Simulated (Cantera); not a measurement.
An adiabatic, constant-pressure homogeneous reactor starts with C3H8 : O2 : N2 = 1 : 11.1 : 41.8 (molar parts), at 1025 K and 5.00 bar.

Model: GRI-Mech 3.0 (53 species, 325 reactions), integrated in Cantera. GRI-Mech 3.0 was tuned for natural gas; its chemistry of propane as a main component is partial and can be far from experiment.

**Question.** Predict: time of steepest temperature rise; temperature at 5.00 s; equilibrium temperature; x(O2) at 5.00 s; x(H2O) at 5.00 s.

**Answer.** 
```json
{
  "time_of_steepest_temperature_rise": "72.0 ms",
  "temperature at 5.00 s": "2009 K",
  "equilibrium_temperature": "2009 K",
  "x(O2) at 5.00 s": "0.108 (gas-phase equilibrium 0.108)",
  "x(H2O) at 5.00 s": "0.0723 (gas-phase equilibrium 0.0723)"
}
```
